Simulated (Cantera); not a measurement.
A perfectly stirred reactor is fed with CH₄ : O₂ : N₂ : H₂ = 0.0085 : 0.0099 : 1 : 0.0023 (molar parts), at 2.20 bar; it is held at 1500 K, and followed from long to short residence time.

Cantera simulation using GRI-Mech 3.0 (53 species, 325 reactions); the numbers are that mechanism's predictions, not measurements.

x: mole fraction; the columns are a selection and need not sum to one.

```
τ (s)      x CH₄      x O₂     x N₂O     x CO     x CO₂
-------  -------  --------  --------  -------  --------
0.93     0.00135  0.000289         …  0.00384   0.00208
0.38     0.00138  0.000477         …  0.00403   0.00183
0.15     0.00145  0.000780         …  0.00422   0.00154
0.061    0.00158   0.00124         …  0.00431   0.00126
0.025    0.00186   0.00199         …  0.00420  0.000965
0.010    0.00250   0.00336         …  0.00368  0.000632
0.0041   0.00439   0.00633         …  0.00197  0.000216
0.0016   0.00777   0.00939         …  9.71e-5   6.97e-6
0.00066  0.00822   0.00965  5.77e-10  6.95e-6   6.46e-7
0.00027  0.00831   0.00969  9.59e-11  1.71e-7   2.44e-8
```

Problem. Fill in the missing entries.

Solution. 
- 0.93, x N₂O: 1.65e-9
- 0.38, x N₂O: 3.14e-9
- 0.15, x N₂O: 5.72e-9
- 0.061, x N₂O: 9.41e-9
- 0.025, x N₂O: 1.39e-8
- 0.010, x N₂O: 1.79e-8
- 0.0041, x N₂O: 1.54e-8
- 0.0016, x N₂O: 2.66e-9
